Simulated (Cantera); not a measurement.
Feed: 1 mol Si₃N₄, 0.012 mol N₂O, 8.9 mol N₂, held at 1600 K and 101000 Pa.

These are equilibrium values from Cantera (NASA tables, ideal gas, pure condensed phases), not measurements of a reactor. Candidate condensed phases: Si, SiO₂, Si₂N₂O, Si₃N₄; 16 gas species. Mutual solubility and eutectic melting of coexisting phases are not modelled. Kinetics and transport are ignored.

Base state: N₂ 1.000 (mole fractions); condensed: Si₂N₂O(s) + Si₃N₄(s).

Task: What changes in the equilibrium state with this change: pressure from 101000 Pa to 0.150 Pa?

Result: 
```
species          before     after
--------------  -------  --------
N₂                1.000     0.934
Si                <1e-9    0.0650
SiO             5.53e-7   0.00103
Si₂               <1e-9  0.000162
Si₂N              <1e-9  0.000111
SiN               <1e-9   6.63e-5
Si₂N₂O(s), mol   0.0120         0
Si₃N₄(s), mol     0.992         0
Si(s), mol            0      2.22
```
The tables' values for SiN are old estimates; treat these amounts as uncertain.
